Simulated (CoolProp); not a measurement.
Vapour-liquid equilibrium of hydrogen sulfide (1) + n-hexane (2) at -16.65 °C; x and y are mole fractions of (1).

Model: multi-fluid Helmholtz-energy mixture model, Lemmon 2006 and Thol 2019; pair parameters Kunz 2012, in CoolProp.

### Question
Give the bubble pressure and the first vapour's composition at x = 0.45, 0.55, 0.65. Is there an azeotrope?

### Answer
x = 0.45: 3.997 bar, y = 0.995; x = 0.55: 4.305 bar, y = 0.996; x = 0.65: 4.602 bar, y = 0.996. No azeotrope shows between x = 0.05 and 0.95.

The pair parameters rest on a limited set of measurements; away from them the model extrapolates. With so large a gap from Raoult's law the liquid may split in two, which this calculation doesn't test in full.
